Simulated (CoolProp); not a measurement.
R236EA at several states: Z from the reference equation and from simpler models built on Tc = 412.4 K, pc = 3.414 MPa, ω = 0.368; each cubic takes its own stable root.

Values from CoolProp's reference Helmholtz-energy equation of state, Rui 2013.

| T (K) | p (MPa) | phase | reference |
|---|---|---|---|
| 358.6 | 0.0483 | gas | 0.9919 |
| 395.3 | 6 | liquid | 0.2557 |
| 275.4 | 0.325 | liquid | 0.01442 |

Task: How far does each simpler model (van der Waals, Redlich-Kwong, Soave-Redlich-Kwong, Peng-Robinson) lie from the reference over these 3 states: mean and median of the absolute difference, and the worst?

Result: 
- van der Waals: mean 2114.6 %, median 49.8 %, worst +6293.9 % at 275.4 K and 0.325 MPa
- Redlich-Kwong: mean 11.1 %, median 15.5 %, worst +17.8 % at 395.3 K and 6 MPa
- Soave-Redlich-Kwong: mean 8.1 %, median 9.4 %, worst +14.7 % at 395.3 K and 6 MPa
- Peng-Robinson: mean 1.9 %, median 2.4 %, worst -3.2 % at 275.4 K and 0.325 MPa

At some of these states van der Waals gives the other phase, because its saturation line lies elsewhere.
